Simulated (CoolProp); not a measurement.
Vapour-liquid equilibrium of benzene (1) + ethanol (2) at 340.9 K; x and y are mole fractions of (1).

Values from CoolProp's multi-fluid Helmholtz-energy mixture model, Thol 2012 and Schroeder 2014; pair parameters Bell 2016.

| x | bubble pressure (MPa) | y at the bubble point | dew pressure at overall composition x (MPa) | liquid density (mol/L) |
|---|---|---|---|---|
| 0.05 | 0.07322 | 0.147 | 0.06794 | 15.75 |
| 0.125 | 0.08326 | 0.301 | (withheld) | 15.11 |
| 0.2 | 0.09073 | 0.400 | (withheld) | 14.52 |
| 0.275 | 0.09559 | 0.463 | (withheld) | 13.97 |
| 0.35 | 0.09834 | 0.503 | 0.08685 | 13.46 |
| 0.425 | 0.09966 | 0.527 | 0.09266 | 12.99 |
| 0.5 | (withheld) | 0.543 | 0.09818 | 12.57 |
| 0.575 | 0.1002 | 0.554 | 0.09957 | 12.18 |
| 0.65 | 0.09994 | 0.566 | (withheld) | 11.83 |
| 0.725 | 0.09907 | 0.584 | 0.08765 | 11.51 |
| 0.8 | 0.09682 | 0.616 | 0.08161 | 11.22 |
| 0.875 | 0.09164 | 0.678 | 0.07612 | (withheld) |
| 0.95 | 0.08080 | 0.811 | 0.07120 | 10.73 |

Task: Some entries are withheld; supply them.

Result: 
- 0.125, dew pressure at overall composition x (MPa): 0.07196
- 0.2, dew pressure at overall composition x (MPa): 0.07643
- 0.275, dew pressure at overall composition x (MPa): 0.08139
- 0.5, bubble pressure (MPa): 0.1001
- 0.65, dew pressure at overall composition x (MPa): 0.09404
- 0.875, liquid density (mol/L): 10.96

y crosses x between x = 0.5 and 0.575: the model has an azeotrope there.

The pair parameters rest on a limited set of measurements; away from them the model extrapolates.
